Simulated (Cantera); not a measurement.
Cantera run, input and output.

```python
import numpy as np
import cantera as ct

gas = ct.Solution("gri30.yaml")
gas.TPX = 698, 500000, {'C3H8': 1, 'O2': 5.43, 'N2': 22.3}
flame = ct.FreeFlame(gas, width=0.013)
flame.set_refine_criteria(ratio=3, slope=0.08, curve=0.16)
flame.transport_model = "mixture-averaged"
flame.solve(loglevel=0, auto=True)
z, T = flame.grid, flame.T
thick = (T[-1] - T[0]) / np.gradient(T, z).max()
show = ['C3H8', 'O2', 'O', 'NO', 'C2H6', 'CO2']
print(f"laminar burning velocity  {flame.velocity[0] * 100:.3f} cm/s")
print(f"burnt temperature         {T[-1]:.1f} K")
print(f"thermal thickness         {thick * 1e3:.4f} mm")
print(f"grid points               {len(z)}")
z0 = z[flame.heat_release_rate.argmax()]
print(f"{'z/mm':>9s}{'T/K':>9s}{'u/(m/s)':>9s}" + "".join(f"{s:>11s}" for s in show))
rows = []
for k in (-3, -2, -1.5, -1, -0.5, -0.25, 0, 0.25, 0.5, 1, 2, 4, 8):
    zz = z0 + k * thick
    rows.append([k * thick, np.interp(zz, z, T), np.interp(zz, z, flame.velocity),
                 *(np.interp(zz, z, flame.X[gas.species_index(s)]) for s in show)])
    print(f"{rows[-1][0] * 1e3:9.3f}{rows[-1][1]:9.1f}{rows[-1][2]:9.3f}" + "".join(f"{x:11.3e}" for x in rows[-1][3:]))
```

Output:

```
laminar burning velocity  122.870 cm/s
burnt temperature         2403.4 K
thermal thickness         0.0745 mm
grid points               135
     z/mm      T/K  u/(m/s)       C3H8         O2          O         NO       C2H6        CO2
   -0.224    698.2    1.230  3.478e-02  1.888e-01  6.530e-15  5.881e-10  7.054e-08  6.017e-07
   -0.149    700.0    1.235  3.473e-02  1.884e-01  3.907e-13  6.018e-09  1.025e-06  8.099e-06
   -0.112    706.4    1.249  3.465e-02  1.874e-01  1.071e-11  2.577e-08  5.698e-06  4.237e-05
   -0.075    747.6    1.329  3.412e-02  1.826e-01  2.410e-09  1.708e-07  5.418e-05  3.656e-04
   -0.037   1019.7    1.850  2.658e-02  1.539e-01  1.329e-06  1.603e-06  6.086e-04  3.997e-03
   -0.019   1377.0    2.559  1.095e-02  1.160e-01  4.630e-05  4.287e-06  9.247e-04  1.139e-02
    0.000   1765.6    3.341  4.118e-04  7.183e-02  7.317e-04  9.409e-06  1.281e-04  2.527e-02
    0.019   1955.2    3.699  4.139e-07  4.636e-02  2.673e-03  1.703e-05  7.110e-07  4.146e-02
    0.037   2033.4    3.828  6.732e-11  3.622e-02  3.684e-03  2.375e-05  9.448e-10  5.436e-02
    0.075   2126.3    3.972  5.765e-17  2.913e-02  3.421e-03  3.321e-05  4.239e-14  6.831e-02
    0.149   2225.8    4.130  1.706e-25  2.428e-02  2.361e-03  4.735e-05  1.049e-19  7.804e-02
    0.298   2310.2    4.264  1.286e-36  2.065e-02  1.372e-03  6.912e-05  3.785e-27  8.465e-02
    0.596   2366.8    4.352  2.151e-39  1.804e-02  8.076e-04  1.016e-04  2.958e-29  8.966e-02
```

Detailed kinetics in Cantera: GRI-Mech 3.0 (53 species, 325 reactions). GRI-Mech 3.0 was tuned for natural gas; its chemistry of propane as a main component is partial and can be far from experiment. Burning velocities carry a grid error of a few per cent, more on coarse grids.
